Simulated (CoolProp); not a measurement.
A simple Rankine cycle with tetrahydrofuran: condensing at 301.15 K, boiler at 1.64 MPa, turbine inlet 475 K, turbine efficiency 0.85, pump efficiency 0.6, no recuperator. Each further row changes one setting.

Computed with CoolProp (reference Helmholtz-energy equation of state, Fiedler 2023).

```
case                             thermal efficiency (%)  net work (kJ/kg)  heat in (kJ/kg)  turbine exit temperature (K)  volume ratio over the turbine
-------------------------------  ----------------------  ----------------  ---------------  ----------------------------  -----------------------------
as stated                                          23.1               152              657                         352.7                           60.6
turbine inlet 495 K                                23.2               162              696                         374.9                           59.8
condensing temperature 293.15 K                    24.3               163              670                         343.7                           84.3
boiler pressure 1.15 MPa                           21.8               146              669                         366.9                           41.0
turbine efficiency 0.75                            20.4               134              657                         366.5                           63.0
```
